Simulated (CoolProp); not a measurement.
Vapour-liquid equilibrium of CHF3 (R23) (1) + R13 (2) at 193 K; x and y are mole fractions of (1).

Values from CoolProp's multi-fluid Helmholtz-energy mixture model, Penoncello 2003 and Platzer 1990; pair parameters Bell 2016. This equation is an older, rougher fit; its heat capacities, sound speeds and derivatives of the liquid may be far off and weren't checked against measurements.

Give the bubble pressure and the first vapour's composition at x = 0.5, 0.65, 0.95. Is there an azeotrope?

x = 0.5: 153.3 kPa, y = 0.511; x = 0.65: 151.9 kPa, y = 0.573; x = 0.95: 125.1 kPa, y = 0.863. y crosses x between x = 0.5 and 0.65: the model has an azeotrope there.

The pair parameters rest on a limited set of measurements; away from them the model extrapolates.
